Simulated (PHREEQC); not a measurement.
Consider water at 44 °C with 21 mmol/kgw H2SO4 and 0.89 mmol/kgw Al2(SO4)3. Closed to the air; pH follows from the charge balance.

Model: ion-association model, phreeqc.dat, run in PHREEQC.

No solid was allowed to form.

### Question
Order these S species by the share of S that they hold, largest first: AlSO4+, Al(SO4)2-, SO4-2, HSO4-.

### Answer
HSO4- (63 %), SO4-2 (30 %), AlSO4+ (5.6 %), Al(SO4)2- (1.3 %)

### Question
Order these Al species by the share of Al that they hold, largest first: Al+3, Al(SO4)2-, AlHSO4+2, AlSO4+.

### Answer
AlSO4+ (74 %), Al+3 (17 %), Al(SO4)2- (8.9 %), AlHSO4+2 (0.33 %)

The pH is 1.63 and the ionic strength 0.0374 mol/kgw. Species that the database lacks are ignored. At this temperature some constants are extrapolated from 25 °C, and those without enthalpy data are left unchanged.
